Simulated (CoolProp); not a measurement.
The fluoroketone C6F12O (FK-5-1-12) at several states: fugacity coefficient from the reference equation and from simpler models built on Tc = 441.8 K, pc = 1.869 MPa, ω = 0.471; each cubic takes its own stable root.

Values from CoolProp's reference Helmholtz-energy equation of state, McLinden 2015.

| T (K) | p (MPa) | phase | reference |
|---|---|---|---|
| 214.6 | 1.52 | liquid | 0.0001427 |
| 296.9 | 0.188 | liquid | 0.1998 |
| 432.2 | 0.0304 | gas | 0.9939 |
| 448.1 | 0.159 | gas | 0.9720 |

Task: How far does each simpler model (van der Waals, Redlich-Kwong, Soave-Redlich-Kwong) lie from the reference over these 4 states: mean and median of the absolute difference, and the worst?

Result: 
- van der Waals: mean 6117.0 %, median 181.6 %, worst +24104.6 % at 214.6 K and 1.52 MPa
- Redlich-Kwong: mean 402.9 %, median 94.1 %, worst +1423.5 % at 214.6 K and 1.52 MPa
- Soave-Redlich-Kwong: mean 3.1 %, median 0.4 %, worst +11.5 % at 214.6 K and 1.52 MPa

At some of these states van der Waals gives the other phase, because its saturation line lies elsewhere.
